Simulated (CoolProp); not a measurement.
Properties of carbon monoxide along the isobar 6400 kPa.

Values from CoolProp's reference Helmholtz-energy equation of state, Lemmon 2006. It is a short technical equation, of lower accuracy than the large ones.

| T (K) | phase | Joule-Thomson coefficient (K/MPa) | isothermal compressibility (1/MPa) | expansivity (1/kK) |
|---|---|---|---|---|
| 103.4 | liquid | -0.2002 | 0.005649 | 6.669 |
| 132.6 | liquid | 0.7363 | 0.03287 | 16.38 |
| 161.8 | supercritical | 4.962 | 0.2347 | 23.12 |
| 191 | supercritical | 4.273 | 0.1830 | 10.06 |
| 220.2 | supercritical | 3.406 | 0.1679 | 6.774 |
| 249.4 | supercritical | 2.731 | 0.1611 | 5.239 |
| 278.6 | supercritical | 2.209 | 0.1575 | 4.330 |
| 307.8 | supercritical | 1.795 | 0.1554 | 3.720 |
| 337 | supercritical | 1.459 | 0.1540 | 3.278 |
| 366.1 | supercritical | 1.182 | 0.1532 | 2.940 |
| 395.3 | supercritical | 0.9483 | 0.1526 | 2.672 |
| 424.5 | supercritical | 0.7491 | 0.1523 | 2.452 |
